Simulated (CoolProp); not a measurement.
Vapour-liquid equilibrium of ethane (1) + C3F8 (R218) (2) at 128 kPa; x and y are mole fractions of (1).

The numbers come from the multi-fluid Helmholtz-energy mixture model, Bücker 2006 and Lemmon 2006; pair parameters Bell 2016 in CoolProp.

```csv
x,bubble temperature (K),y at the bubble point,dew temperature at overall composition x (K),liquid density (mol/L)
0.05,226.7,0.511,240.5,8.973
0.15,207.0,0.848,238.0,9.839
0.25,198.1,0.921,235.3,10.55
0.35,194.3,0.943,232.3,11.22
0.45,192.8,0.951,229.0,11.92
0.55,192.2,0.954,225.1,12.67
0.65,191.9,0.956,220.5,13.52
0.75,191.4,0.960,214.8,14.52
0.85,190.7,0.968,206.8,15.69
0.95,189.7,0.985,193.0,17.09
```

No azeotrope shows between x = 0.05 and 0.95.

The pair parameters rest on a limited set of measurements; away from them the model extrapolates. With so large a gap from Raoult's law the liquid may split in two, which this calculation doesn't test in full.
